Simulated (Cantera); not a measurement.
A perfectly stirred reactor is fed with 58.7 % CH4, 24.1 % CO2, 14.1 % H2, 3.17 % H2O, at 2.50 bar; it is held at 1398 K, and followed from long to short residence time.

Cantera simulation using GRI-Mech 3.0 (53 species, 325 reactions); the numbers are that mechanism's predictions, not measurements. GRI-Mech 3.0 stops at C3 and has no aromatics, soot or wall deposition, so with more carbon than oxygen in the feed, carbon stays in small species such as C2H2 where larger ones or solid carbon would form.

### Question
Predict: x(CH4) at τ = 28.0 s; x(CO2) at τ = 28.0 s; x(H2) at τ = 28.0 s; x(CH2O) at τ = 28.0 s; x(CH3) at τ = 28.0 s; x(CH4) at τ = 0.320 s; x(CO2) at τ = 0.320 s; x(H2) at τ = 0.320 s; x(CH2O) at τ = 0.320 s; x(CH3) at τ = 0.320 s.

### Answer
| Item | Value |
|---|---|
| x(CH4) at τ = 28.0 s | 0.266 |
| x(CO2) at τ = 28.0 s | 0.0487 |
| x(H2) at τ = 28.0 s | 0.290 |
| x(CH2O) at τ = 28.0 s | 2.18e-7 |
| x(CH3) at τ = 28.0 s | 2.84e-5 |
| x(CH4) at τ = 0.320 s | 0.531 |
| x(CO2) at τ = 0.320 s | 0.221 |
| x(H2) at τ = 0.320 s | 0.173 |
| x(CH2O) at τ = 0.320 s | 2.66e-7 |
| x(CH3) at τ = 0.320 s | 3.62e-5 |
